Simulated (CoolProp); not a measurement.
Computed with CoolProp (reference Helmholtz-energy equation of state, Lemmon 2006). It is a short technical equation, of lower accuracy than the large ones.

Q: For isopentane, give the phase and the Z, Joule-Thomson coefficient (K/MPa), isothermal compressibility (1/MPa), viscosity (µPa s) at 175.25 °C and 5.01 MPa; 226.85 °C and 5.01 MPa.

A: 
- 175.25 °C and 5.01 MPa: liquid; Z 0.230, Joule-Thomson coefficient 1.02, isothermal compressibility 0.0304, viscosity 56.4
- 226.85 °C and 5.01 MPa: supercritical; Z 0.463, Joule-Thomson coefficient 10.1, isothermal compressibility 0.496, viscosity 22.0

Viscosity comes from a separate model (Chung 1988), a generic estimate that can be far off for the liquid and wasn't checked against measurements.
